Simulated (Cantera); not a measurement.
Input (Python, Cantera):

```python
import numpy as np
import cantera as ct

gas = ct.Solution("gri30.yaml")
gas.TPX = 2050, 100000, {'CH4': 0.19, 'H2O': 0.39}
inlet = ct.Reservoir(gas, clone=True)

reactor = ct.IdealGasConstPressureReactor(gas, energy="off", clone=False)
exhaust = ct.Reservoir(gas, clone=True)
tau = [15, 3.1, 0.66, 0.14, 0.03, 0.0063, 0.0013, 0.00028][0]
for a, b in ((inlet, reactor), (reactor, exhaust)):
    ct.MassFlowController(a, b, mdot=lambda t: reactor.mass / tau)
net = ct.ReactorNet([reactor])
show = ['CH4', 'H2O', 'C2H6', 'CH2CO', 'CH2', 'CH3']

rows = []
print(f"{'tau/s':>10s}{'T/K':>9s}" + "".join(f"{s:>11s}" for s in show))
for tau in [15, 3.1, 0.66, 0.14, 0.03, 0.0063, 0.0013, 0.00028]:
    net.initial_time = 0.0
    net.advance(30 * tau)
    before = gas.X
    net.advance(40 * tau)
    drift = np.max(np.abs(gas.X - before) / (gas.X + 1e-9))
    rows.append([gas.T, *gas[show].X, drift])
    print(f"{tau:10.3e}{gas.T:9.1f}" + "".join(f"{x:11.3e}" for x in gas[show].X))
```

Output:

```
     tau/s      T/K        CH4        H2O       C2H6      CH2CO        CH2        CH3
 1.500e+01   2050.0  1.002e-04  1.957e-01  1.831e-10  1.543e-08  2.151e-08  5.705e-06
 3.100e+00   2050.0  4.624e-04  1.962e-01  3.857e-09  9.277e-08  9.827e-08  2.614e-05
 6.600e-01   2050.0  1.775e-03  1.990e-01  5.681e-08  6.614e-07  3.813e-07  1.002e-04
 1.400e-01   2050.0  5.323e-03  2.116e-01  5.193e-07  4.440e-06  1.198e-06  3.029e-04
 3.000e-02   2050.0  1.256e-02  2.524e-01  3.049e-06  2.156e-05  3.097e-06  7.324e-04
 6.300e-03   2050.0  2.565e-02  3.367e-01  1.411e-05  7.220e-05  7.035e-06  1.566e-03
 1.300e-03   2050.0  5.023e-02  4.432e-01  6.021e-05  1.530e-04  1.386e-05  3.185e-03
 2.800e-04   2050.0  9.792e-02  5.288e-01  2.326e-04  1.863e-04  2.271e-05  6.129e-03
```

Detailed kinetics in Cantera: GRI-Mech 3.0 (53 species, 325 reactions).
